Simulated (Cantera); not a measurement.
Cantera run:

```python
import numpy as np
import cantera as ct

gas_names = [...]  # 151 gases of nasa_gas.yaml made of C, H, N, O, Si
cond_names = """
    C(gr) C6H6(L) C7H8(L) C8H18(L),n-octa H2O(s) H2O(L) Si(cr) Si(L) SiC(b) SiO2(Lqz) SiO2(hqz) SiO2(L)
    Si2N2O(s) Si3N4(a)
""".split()


# ... load() reads the species with a 1 bar reference pressure and builds the phases ...
atoms = {
    'SiC': {'Si': 1, 'C': 1},
    'N2O': {'N': 2, 'O': 1},
    'H2': {'H': 2},
    'CO2': {'C': 1, 'O': 2},
}
top_T = {'C(gr)': 4500, 'SiC(b)': 3050, 'Si2N2O(s)': 2100, 'Si3N4(a)': 2400}  # K; cautious upper limits of use, not melting points


# ... equilibrate(T, P, feed) seeds the gas with the atoms and calls Mixture.equilibrate('TP', solver="vcs", rtol=1e-11, max_steps=5000) ...
results = []
feed = {'SiC': 1, 'N2O': 0.016, 'H2': 1.8, 'CO2': 0.38}  # mol
T = 1900  # K
P = 69000  # Pa
mix = equilibrate(T, P, feed)
results.append((T, P, feed, dict(zip(mix.species_names, mix.species_moles))))
x = sorted(zip(gas.X, gas.species_names), reverse=True)
print(f"T = {T:g} K  P = {P:g} Pa  gas = {mix.phase_moles(0):.4g} mol")
print("   x: " + "  ".join(f"{s} {v:.3e}" for v, s in x if v > 1e-05))
print("   condensed (mol): " + ("  ".join(f"{mix.phase(i).name} {mix.phase_moles(i):.4g}"
      for i in range(1, mix.n_phases) if mix.phase_moles(i) > 1e-12) or "none"))
```

Result:

```
T = 1900 K  P = 69000 Pa  gas = 2.593 mol
   x: H2 6.936e-01  CO 2.228e-01  SiO 7.636e-02  N2 6.122e-03  H 7.956e-04  H2O 1.304e-04  HCN 9.260e-05  CH4 2.722e-05  SiH2 1.030e-05
   condensed (mol): SiC(b) 0.802
```

These are equilibrium values from Cantera (NASA tables, ideal gas, pure condensed phases), not measurements of a reactor. Gases not in the tables: Si2H6 and higher silanes.
